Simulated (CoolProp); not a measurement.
Vapour-liquid equilibrium of R152A (1) + methanol (2) at 46.95 °C; x and y are mole fractions of (1).

Values from CoolProp's multi-fluid Helmholtz-energy mixture model, Outcalt 1996 and de Reuck 1993; pair parameters Bell 2016.

**Question.** Give the bubble pressure and the first vapour's composition at x = 0.2, 0.5, 0.65. Is there an azeotrope?

**Answer.** x = 0.2: 5.057 bar, y = 0.904; x = 0.5: 6.933 bar, y = 0.936; x = 0.65: 7.806 bar, y = 0.950. No azeotrope shows between x = 0.05 and 0.95.

Pair parameters are fitted to limited data, so mixtures are less certain than the pure fluids. With so large a gap from Raoult's law the liquid may split in two, which this calculation doesn't test in full.
